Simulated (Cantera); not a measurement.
Input: 1 mol FeS, 0.052 mol H₂S, 0.061 mol H₂O, held at 1 atm.

Equilibrium computed with Cantera from the NASA thermochemical tables; the gas is ideal and each condensed phase is pure. Candidate condensed phases: Fe, FeO, Fe(OH)₂, Fe(OH)₃, FeS, FeSO₄, FeS₂, Fe₂O₃, Fe₂(SO₄)₃, Fe₃O₄, H₂O, H₂SO₄, S; 22 gas species. FeS: taken at fixed stoichiometry. Gases not in the tables: S₃ to S₇. Equilibrium is a limit: real reactors are often held back by kinetics, nucleation or transport. All values below are at 975 K.

Base state: H₂O 0.533, H₂S 0.433, H₂ 0.0230, S₂ 0.0109, SO₂ 0.000334, S₂O 3.65e-5, SH 1.03e-5 (mole fractions); condensed: FeS(s).

Task: What changes in the equilibrium state with this change: pressure from 1 atm to 3.40 bar?

Result: 
```csv
species,before,after
H₂O,0.533,0.535
H₂S,0.433,0.442
H₂,0.0230,0.0157
S₂,0.0109,0.00729
SH,1.03e-5,6.96e-6
SO₂,0.000334,0.000323
"FeS(s), mol",1.00,1.00
```
